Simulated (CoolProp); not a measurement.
Properties of R227EA along the isotherm 201.85 °C (Tc = 101.8 °C, pc = 29.25 bar, ω = 0.358).

Values from CoolProp's reference Helmholtz-energy equation of state, Lemmon 2016.

| p (bar) | phase | density (kg/m³) | Joule-Thomson coefficient (K/MPa) | isothermal compressibility (1/MPa) | Prandtl number |
|---|---|---|---|---|---|
| 26.6 | gas | 131.8 | 4.719 | 0.4324 | 0.740 |
| 53.2 | supercritical | 306.5 | 4.597 | 0.2407 | 0.898 |
| 79.8 | supercritical | 505.7 | 3.331 | 0.1401 | 1.18 |
| 106 | supercritical | 666.4 | 2.047 | 0.07701 | 1.46 |
| 133 | supercritical | 781.4 | 1.229 | 0.04498 | 1.69 |
| 160 | supercritical | 862.3 | 0.7741 | 0.02971 | 1.88 |
| 186 | supercritical | 921.1 | 0.5093 | 0.02174 | 2.03 |
| 213 | supercritical | 969.7 | 0.3291 | 0.01673 | ? |
| 239 | supercritical | 1008 | 0.2082 | 0.01357 | 2.28 |
| 266 | supercritical | 1043 | ? | ? | 2.39 |
| 293 | supercritical | 1072 | 0.04686 | 0.009616 | 2.49 |

Question: Complete the blanks.

Answer: 
- 213, Prandtl number: 2.16
- 266, Joule-Thomson coefficient (K/MPa): 0.1163
- 266, isothermal compressibility (1/MPa): 0.01128

Viscosity comes from a separate model (Huber 2003), an estimate that may be off by 10 % or more. Thermal conductivity comes from a separate model (Huber 2003), an estimate that may be off by 10 % or more.
